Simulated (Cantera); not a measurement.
**(CH3)2SiCl2 + C3H8 + H2 (silicon carbide growth)**

Charge: 1 mol (CH3)2SiCl2, 0.051 mol C3H8, 500 mol H2, equilibrated at 7.20 mbar.

Method: chemical equilibrium by Gibbs-energy minimisation in Cantera with the NASA 1993 tables (ideal gas, pure condensed phases). Candidate condensed phases: C, C6H6, C7H8, C8H18, Si, SiC; 109 gas species. The feed counts by its element totals alone. Gases not in the tables: Si2H6 and higher silanes. Equilibrium is a limit: real reactors are often held back by kinetics, nucleation or transport.

From 2123 K to 2148 K the condensed part is C(graphite). From 2173 K to 2448 K nothing is condensed. The main Si-bearing gas is Si throughout.

| T (K) | x H2 | x H | x HCl | x C2H2 (acetylene) | x Si | x Cl | x SiC2 | x SiH | n C(graphite) |
|---|---|---|---|---|---|---|---|---|---|
| 2123 | 0.951 | 0.0412 | 0.00375 | 0.00158 | 0.00161 | 0.000119 | 0.000114 | 6.89e-5 | 0.373 |
| 2148 | 0.945 | 0.0477 | 0.00372 | 0.00181 | 0.00162 | 0.000137 | 0.000127 | 6.57e-5 | 0.116 |
| 2173 | 0.937 | 0.0551 | 0.00368 | 0.00191 | 0.00164 | 0.000158 | 0.000131 | 6.28e-5 | 0 |
| 2198 | 0.929 | 0.0633 | 0.00364 | 0.00191 | 0.00166 | 0.000181 | 0.000128 | 6.02e-5 | 0 |
| 2223 | 0.920 | 0.0724 | 0.00360 | 0.00191 | 0.00167 | 0.000206 | 0.000125 | 5.75e-5 | 0 |
| 2248 | 0.910 | 0.0826 | 0.00355 | 0.00190 | 0.00168 | 0.000234 | 0.000121 | 5.48e-5 | 0 |
| 2273 | 0.899 | 0.0938 | 0.00350 | 0.00189 | 0.00168 | 0.000264 | 0.000118 | 5.21e-5 | 0 |
| 2298 | 0.886 | 0.106 | 0.00345 | 0.00188 | 0.00168 | 0.000298 | 0.000114 | 4.95e-5 | 0 |
| 2323 | 0.873 | 0.120 | 0.00338 | 0.00187 | 0.00168 | 0.000334 | 0.000111 | 4.69e-5 | 0 |
| 2348 | 0.858 | 0.135 | 0.00331 | 0.00185 | 0.00167 | 0.000373 | 0.000107 | 4.44e-5 | 0 |
| 2373 | 0.842 | 0.151 | 0.00324 | 0.00184 | 0.00167 | 0.000416 | 0.000104 | 4.20e-5 | 0 |
| 2398 | 0.824 | 0.169 | 0.00316 | 0.00182 | 0.00166 | 0.000461 | 0.000101 | 3.97e-5 | 0 |
| 2423 | 0.805 | 0.188 | 0.00307 | 0.00179 | 0.00165 | 0.000509 | 9.77e-5 | 3.74e-5 | 0 |
| 2448 | 0.785 | 0.208 | 0.00298 | 0.00177 | 0.00163 | 0.000561 | 9.47e-5 | 3.52e-5 | 0 |
x: gas mole fraction; n: condensed amount in mol.
